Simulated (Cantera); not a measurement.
Input: 1 mol C2H6, 1.1 mol CO2, 13 mol N2, at 1948.15 K and 210 Pa.

Cantera equilibrium calculation (NASA polynomials, part measured and part estimated; ideal gas, pure solids and liquids). Candidate condensed phases: C, C6H6, C7H8, C8H18, H2O; 136 gas species. Kinetics and transport are ignored.

Base state: N2 0.709, H2 0.157, CO 0.120, H 0.00978, HCN 0.00399, HNC 0.000206, C2H2 (acetylene) 8.47e-5 (mole fractions); condensed: C(graphite).

Question: What changes in the equilibrium state with this change: temperature from 1948.15 K to 2250 K?

Answer: 
```json
[
 {"species": "N2", "before": "0.709", "after": "0.688"},
 {"species": "H2", "before": "0.157", "after": "0.125"},
 {"species": "CO", "before": "0.120", "after": "0.117"},
 {"species": "H", "before": "0.00978", "after": "0.0574"},
 {"species": "HCN", "before": "0.00399", "after": "0.0104"},
 {"species": "CN", "before": "5.18e-6", "after": "0.000185"},
 {"species": "C2N2", "before": "7.83e-7", "after": "1.01e-5"},
 {"species": "C2H2 (acetylene)", "before": "8.47e-5", "after": "0.000420"},
 {"species": "C(graphite), mol", "before": "0.820", "after": "0.669"}
]
```

Question: What changes in the equilibrium state with this change: temperature from 1948.15 K to 1800 K?

Answer: 
```json
[
 {"species": "N2", "before": "0.709", "after": "0.712"},
 {"species": "H2", "before": "0.157", "after": "0.162"},
 {"species": "CO", "before": "0.120", "after": "0.121"},
 {"species": "H", "before": "0.00978", "after": "0.00314"},
 {"species": "C2H2 (acetylene)", "before": "8.47e-5", "after": "2.84e-5"},
 {"species": "HNC", "before": "0.000206", "after": "7.91e-5"},
 {"species": "HCN", "before": "0.00399", "after": "0.00208"},
 {"species": "C(graphite), mol", "before": "0.820", "after": "0.860"}
]
```
